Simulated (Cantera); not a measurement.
A Cantera script and its output.

```python
import numpy as np
import cantera as ct

gas = ct.Solution("gri30.yaml")
gas.TPX = 1100, 2666, {'N2O': 1, 'H2O': 0.026}
reactor = ct.IdealGasConstPressureReactor(gas, energy="off", clone=False)
net = ct.ReactorNet([reactor])
net.rtol, net.atol = 1e-08, 1e-18
show = ['N2O', 'H2O', 'H2', 'H2O2', 'NO2', 'H', 'O2']
times = np.geomspace(8e-05, 40, 15)

steps = ct.SolutionArray(gas, extra=["t"])
rows = []
print(f"{'t/s':>10s}{'T/K':>9s}{'P/Pa':>11s}" + "".join(f"{s:>11s}" for s in show))
for t in times:
    while net.time < t:
        t_next = net.step()
        steps.append(gas.state, t=t_next)
    rows.append([np.interp(t, steps.t, y) for y in (steps.T, steps.P, *steps(*show).X.T)])
    print(f"{t:10.3e}{rows[-1][0]:9.1f}{rows[-1][1]:11.4g}" + "".join(f"{x:11.3e}" for x in rows[-1][2:]))
rate = np.gradient(steps.T, steps.t)
print("integrator steps:", len(steps.t))
if steps.T.max() > steps.T[0] + 200:
    print(f"time of steepest temperature rise: {steps.t[rate.argmax()]:.4e} s")
gas.TPX = 1100, 2666, {'N2O': 1, 'H2O': 0.026}
gas.equilibrate("TP")
print(f"equilibrium (TP): T = {gas.T:.1f} K  " + "  ".join(f"{s} {gas[s].X[0]:.3e}" for s in show))
```

Result:

```
       t/s      T/K       P/Pa        N2O        H2O         H2       H2O2        NO2          H         O2
 8.000e-05   1100.0       2666  9.747e-01  2.534e-02  1.660e-18  1.670e-19  1.236e-18  1.621e-15  9.509e-09
 2.042e-04   1100.0       2666  9.747e-01  2.534e-02  1.091e-16  6.652e-18  4.234e-17  3.691e-14  5.499e-08
 5.215e-04   1100.0       2666  9.747e-01  2.534e-02  4.379e-15  2.408e-16  1.239e-15  4.492e-13  2.731e-07
 1.331e-03   1100.0       2666  9.747e-01  2.534e-02  9.549e-14  7.310e-15  4.243e-14  2.439e-12  1.054e-06
 3.399e-03   1100.0       2666  9.746e-01  2.534e-02  1.329e-12  1.823e-13  2.101e-12  7.655e-12  3.198e-06
 8.678e-03   1100.0       2666  9.746e-01  2.534e-02  1.473e-11  5.117e-12  1.001e-10  2.002e-11  8.687e-06
 2.216e-02   1100.0       2666  9.746e-01  2.534e-02  1.260e-10  2.193e-10  3.939e-09  4.683e-11  2.271e-05
 5.657e-02   1100.0       2666  9.745e-01  2.534e-02  7.795e-10  7.285e-09  1.127e-07  9.374e-11  5.863e-05
 1.444e-01   1100.0       2666  9.742e-01  2.534e-02  3.438e-09  5.263e-08  1.659e-06  1.485e-10  1.513e-04
 3.687e-01   1100.0       2666  9.734e-01  2.533e-02  9.743e-09  4.612e-08  1.040e-05  1.718e-10  3.894e-04
 9.414e-01   1100.0       2666  9.714e-01  2.531e-02  1.636e-08  2.336e-08  3.981e-05  1.815e-10  9.961e-04
 2.404e+00   1100.0       2666  9.665e-01  2.527e-02  1.356e-08  1.177e-08  1.128e-04  1.797e-10  2.539e-03
 6.137e+00   1100.0       2666  9.540e-01  2.516e-02  7.194e-09  5.040e-09  2.302e-04  1.695e-10  6.438e-03
 1.567e+01   1100.0       2666  9.233e-01  2.490e-02  4.813e-09  1.832e-09  3.388e-04  1.658e-10  1.611e-02
 4.000e+01   1100.0       2666  8.509e-01  2.429e-02  4.030e-09  8.148e-10  3.845e-04  1.722e-10  3.904e-02
integrator steps: 1082
equilibrium (TP): T = 1100.0 K  N2O 1.089e-09  H2O 1.704e-02  H2 2.418e-10  H2O2 1.439e-11  NO2 5.656e-07  H 2.479e-12  O2 3.276e-01
```

Detailed kinetics in Cantera: GRI-Mech 3.0 (53 species, 325 reactions). GRI-Mech 3.0 was tuned for natural gas; its chemistry of N2O as a main component is partial and can be far from experiment. Radical loss at walls, strong at low pressure, is not modelled. The mechanism lacks the step 2 NO + O2 → 2 NO2, which can matter for NO2 below about 1400 K. The temperature is held fixed by assumption; the heat of reaction is taken as removed at once.
